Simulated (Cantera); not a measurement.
An isothermal plug-flow reactor at 600 K and 210000 Pa (inlet), inlet velocity 0.1 m/s, active area per volume 110 1/m; feed 1.71 % H2, 8.11 % O2, 90.2 % N2, equivalence ratio 0.11.

Computed with Cantera and Deutschmann's 1995 Pt surface mechanism with GRI-Mech 3.0 gas chemistry. Catalytic surfaces can have several steady states; this one follows from the mechanism file's or the stated starting coverage. Mass transfer to the wall is taken as infinitely fast.

x: gas mole fraction; θ: surface coverage.

```
z (m)        x H2    x O2    x H2O  θ free Pt   θ O*    θ OH*
-------  --------  ------  -------  ---------  -----  -------
4.2e-05    0.0116  0.0785  0.00560      0.242  0.731   0.0271
8.2e-05   0.00879  0.0772  0.00841      0.187  0.787   0.0263
0.00016   0.00594  0.0759   0.0113      0.129  0.847   0.0241
0.0003    0.00373  0.0748   0.0135     0.0818  0.897   0.0207
0.00059       ___  0.0741   0.0152        ___  0.937      ___
0.0011    0.00118  0.0737   0.0161     0.0263  0.961   0.0128
0.0022   0.000605  0.0734   0.0167     0.0135  0.977  0.00934
0.0042        ___  0.0733   0.0169        ___  0.986      ___
```

Complete the blanks.


- 0.00059, x H2: 0.00210
- 0.00059, θ free Pt: 0.0464
- 0.00059, θ OH*: 0.0165
- 0.0042, x H2: 0.000320
- 0.0042, θ free Pt: 0.00721
- 0.0042, θ OH*: 0.00688
